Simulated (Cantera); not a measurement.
A perfectly stirred reactor is fed with N2O : N2 = 1 : 0.47 (molar parts), at 36000 Pa; it is held at 1200 K, and followed from long to short residence time.

Cantera simulation using GRI-Mech 3.0 (53 species, 325 reactions); the numbers are that mechanism's predictions, not measurements. GRI-Mech 3.0 was tuned for natural gas; its chemistry of N2O as a main component is partial and can be far from experiment. The mechanism lacks the step 2 NO + O2 → 2 NO2, which can matter for NO2 below about 1400 K. The temperature is held fixed by assumption; the heat of reaction is taken as removed at once.

Problem. Predict: x(N2O) at τ = 16.0 s; x(O2) at τ = 16.0 s; x(NO) at τ = 16.0 s; x(O) at τ = 16.0 s; x(N2) at τ = 16.0 s; x(N2O) at τ = 86.0 ms; x(O2) at τ = 86.0 ms; x(NO) at τ = 86.0 ms; x(O) at τ = 86.0 ms; x(N2) at τ = 86.0 ms.

Solution. 
```json
{
 "x(N2O) at τ = 16.0 s": "0.139",
 "x(O2) at τ = 16.0 s": "0.185",
 "x(NO) at τ = 16.0 s": "0.0338",
 "x(O) at τ = 16.0 s": "1.20e-6",
 "x(N2) at τ = 16.0 s": "0.642",
 "x(N2O) at τ = 86.0 ms": "0.664",
 "x(O2) at τ = 86.0 ms": "0.00554",
 "x(NO) at τ = 86.0 ms": "0.00129",
 "x(O) at τ = 86.0 ms": "1.79e-6",
 "x(N2) at τ = 86.0 ms": "0.329"
}
```
